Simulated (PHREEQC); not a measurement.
## Brine

Consider water at 25 °C with 5.4 mol/kgw LiCl. Closed to the air; pH follows from the charge balance.

Equilibrium calculation in PHREEQC: Pitzer model, pitzer.dat.

Precipitation was switched off in this run.

Problem. Estimate the activity of water.

Solution. activity of water 0.720.
